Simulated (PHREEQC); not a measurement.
PHREEQC input (ion-association model, wateq4f.dat):

```
SOLUTION_SPECIES
  PO4-3 + 3H+ = H3PO4  # constants of phreeqc.dat
    -log_k 21.721
    -delta_h -10.1 kJ
SOLUTION 1
  temp 14
  units mmol/kgw
  pH 7 charge
  F 44.57
  Cs 0.57
  P 44
SOLUTION 2
  temp 14
  units mmol/kgw
  pH 7 charge
  S(6) 6.62
  Zn 6.2
  Cl 0.3
  Ni 0.15
END
SELECTED_OUTPUT 1
  -reset false
  -pH true
  -pe true
  -ionic_strength true
  -water true
  -totals Cl Cs F Ni P S Zn S(-2) S(6)
  -molalities H+ Cl- Cs+ F- Ni+2 PO4-3 SO4-2 Zn+2 HPO4-2 H2PO4-
    HSO4- H2S HS- S-2 O2 OH- HF HF2- ZnCl+ ZnCl2
    ZnCl3- ZnCl4-2 ZnF+ ZnOH+ Zn(OH)2 Zn(OH)3- Zn(OH)4-2 ZnOHCl Zn(HS)2 Zn(HS)3-
    ZnSO4 Zn(SO4)2-2 NiCl+ NiF+ NiOH+ Ni(OH)2 Ni(OH)3- NiSO4 NiCl2 Ni(SO4)2-2
    H2F2 H3PO4
  -equilibrium_phases Zincite(c) Zn4(OH)6SO4 Zn5(OH)8Cl2 Zn3(PO4)2:4w Ni(OH)2 Ni3(PO4)2 Ni4(OH)6SO4 Goslarite Morenosite ZnF2
PRINT
  -reset false
MIX 1
  1 1
  2 0
EQUILIBRIUM_PHASES 1
  Zincite(c) 0 0
  Zn4(OH)6SO4 0 0
  Zn5(OH)8Cl2 0 0
  Zn3(PO4)2:4w 0 0
  Ni(OH)2 0 0
  Ni3(PO4)2 0 0
  Ni4(OH)6SO4 0 0
  Goslarite 0 0
  Morenosite 0 0
  ZnF2 0 0
  O2(g) -0.68 10
END
# ... the last block is repeated for the other 10 points of share of solution B
```

Selected output (columns that matter, 11 of 11 rows; share of solution B added in front):

```
share of solution B	pH	mu	Cl	Cs	F	Ni	P	S	Zn	m_H+	m_Cl-	m_Cs+	m_F-	m_Ni+2
0	1.8045	0.018098	0	0.00057	0.04457	0	0.044	0	0	0.017528	0	0.00057	0.0019841	0
0.1	1.8342	0.01912	3e-05	0.000513	0.040113	1.5e-05	0.0396	0.000662	0.00062	0.016406	2.9982e-05	0.000513	0.0019452	1.4354e-05
0.2	1.8672	0.020006	6e-05	0.000456	0.035656	3e-05	0.0352	0.001324	0.00124	0.015234	5.993e-05	0.000456	0.0018969	2.8138e-05
0.3	1.9044	0.020758	9e-05	0.000399	0.031199	4.5e-05	0.0308	0.001986	0.00186	0.014005	8.9847e-05	0.000399	0.0018376	4.1392e-05
0.4	1.9472	0.021369	0.00012	0.000342	0.026742	6e-05	0.0264	0.002648	0.00248	0.012706	0.00011974	0.000342	0.0017648	5.4135e-05
0.5	1.9977	0.021826	0.00015	0.000285	0.022285	7.5e-05	0.022	0.00331	0.0031	0.011321	0.0001496	0.000285	0.0016748	6.6367e-05
0.6	2.0596	0.022107	0.00018	0.000228	0.017828	9e-05	0.0176	0.003972	0.00372	0.0098232	0.00017944	0.000228	0.0015616	7.8064e-05
0.7	2.1394	0.02217	0.00021	0.000171	0.013371	0.000105	0.0132	0.004634	0.00434	0.0081739	0.00020926	0.000171	0.0014146	8.9173e-05
0.8	2.2522	0.021941	0.00024	0.000114	0.008914	0.00012	0.0088	0.005296	0.00496	0.0063015	0.00023906	0.000114	0.001212	9.9579e-05
0.9	2.444	0.02125	0.00027	5.7e-05	0.004457	0.000135	0.0044	0.005958	0.00558	0.004047	0.00026885	5.7e-05	0.00089346	0.00010903
1	3.211	0.019337	0.0003	0	0	0.00015	0	0.00662	0.0062	0.00068933	0.00029863	0	0	0.00011666
```

Complexes and solids missing from the database can't appear. wateq4f.dat counts part of the HF as a dimer, H2F2, which phreeqc.dat doesn't know; its constant is uncertain. H3PO4, which wateq4f.dat lacks, is added to it with the constant of phreeqc.dat. At this temperature some constants are extrapolated from 25 °C, and those without enthalpy data are left unchanged. The database has no phosphate complexes of Zn, Ni.
